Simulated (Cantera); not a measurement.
## Transport properties of process gases

Gas mixture: 21.4 % N2O, 19.5 % N2, 59.1 % O2, at 101000 Pa, frozen composition.

Cantera's kinetic-theory transport with the Lennard-Jones parameters of GRI-Mech 3.0, ideal gas; thermal conductivity in the mixture-averaged form. The composition is frozen, though it would react at the higher temperatures.

```json
[
 {"T (K)": "400", "ρ (kg/m³)": "1.03", "cp (J/kg/K)": "966.4", "μ (µPa s)": "23.4", "λ (mW/m/K)": "31.6", "Pr": "0.713", "D (cm²/s) C2H2": "0.262", "D (cm²/s) N2": "0.319", "D (cm²/s) O": "0.510"},
 {"T (K)": "650", "ρ (kg/m³)": "0.634", "cp (J/kg/K)": "1059", "μ (µPa s)": "33.3", "λ (mW/m/K)": "49.3", "Pr": "0.715", "D (cm²/s) C2H2": "0.617", "D (cm²/s) N2": "0.736", "D (cm²/s) O": "1.17"},
 {"T (K)": "900", "ρ (kg/m³)": "0.458", "cp (J/kg/K)": "1128", "μ (µPa s)": "41.7", "λ (mW/m/K)": "65.4", "Pr": "0.719", "D (cm²/s) C2H2": "1.08", "D (cm²/s) N2": "1.27", "D (cm²/s) O": "2.02"},
 {"T (K)": "1150", "ρ (kg/m³)": "0.358", "cp (J/kg/K)": "1172", "μ (µPa s)": "49.1", "λ (mW/m/K)": "80.0", "Pr": "0.719", "D (cm²/s) C2H2": "1.63", "D (cm²/s) N2": "1.92", "D (cm²/s) O": "3.04"},
 {"T (K)": "1400", "ρ (kg/m³)": "0.294", "cp (J/kg/K)": "1203", "μ (µPa s)": "55.9", "λ (mW/m/K)": "93.6", "Pr": "0.718", "D (cm²/s) C2H2": "2.27", "D (cm²/s) N2": "2.67", "D (cm²/s) O": "4.21"},
 {"T (K)": "1650", "ρ (kg/m³)": "0.250", "cp (J/kg/K)": "1229", "μ (µPa s)": "62.2", "λ (mW/m/K)": "106", "Pr": "0.718", "D (cm²/s) C2H2": "2.99", "D (cm²/s) N2": "3.50", "D (cm²/s) O": "5.53"},
 {"T (K)": "1900", "ρ (kg/m³)": "0.217", "cp (J/kg/K)": "1249", "μ (µPa s)": "68.2", "λ (mW/m/K)": "119", "Pr": "0.718", "D (cm²/s) C2H2": "3.78", "D (cm²/s) N2": "4.43", "D (cm²/s) O": "6.99"},
 {"T (K)": "2150", "ρ (kg/m³)": "0.192", "cp (J/kg/K)": "1267", "μ (µPa s)": "73.9", "λ (mW/m/K)": "130", "Pr": "0.718", "D (cm²/s) C2H2": "4.64", "D (cm²/s) N2": "5.43", "D (cm²/s) O": "8.58"},
 {"T (K)": "2400", "ρ (kg/m³)": "0.172", "cp (J/kg/K)": "1282", "μ (µPa s)": "79.3", "λ (mW/m/K)": "142", "Pr": "0.717", "D (cm²/s) C2H2": "5.57", "D (cm²/s) N2": "6.52", "D (cm²/s) O": "10.3"}
]
```
D: mixture-averaged diffusion coefficient of that species in the mixture.
